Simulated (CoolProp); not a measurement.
A single-stage vapour-compression cycle with cis-2-butene: evaporating at 303.15 K (dew point), condensing at 352.15 K (bubble point), superheat 0 K, subcooling 5 K, compressor efficiency 0.65, no pressure losses. Each further row changes one setting.

Values from CoolProp's reference Helmholtz-energy equation of state, Lemmon 2005. It is a short technical equation, of lower accuracy than the large ones.

| case | cooling COP | pressure ratio | discharge temperature (K) | refrigerating effect (kJ/kg) | volumetric capacity (kJ/m³) |
|---|---|---|---|---|---|
| as stated | 3.33 | 3.63 | 366.6 | 282 | 1700 |
| evaporating temperature 308.15 K | 3.86 | ? | ? | ? | 2000 |
| condensing temperature 347.15 K | 3.82 | 3.24 | ? | 294 | 1770 |
| subcooling 10 K | 3.48 | 3.63 | 366.6 | 294 | 1770 |
| superheat 10 K | ? | 3.63 | 376.7 | 298 | 1720 |
| compressor efficiency 0.55 | 2.82 | 3.63 | 374.4 | 282 | 1700 |

Problem. Fill in the missing entries.

Solution. 
- evaporating temperature 308.15 K, pressure ratio: 3.12
- evaporating temperature 308.15 K, discharge temperature (K): 364.6
- evaporating temperature 308.15 K, refrigerating effect (kJ/kg): 288
- condensing temperature 347.15 K, discharge temperature (K): 360.9
- superheat 10 K, cooling COP: 3.37
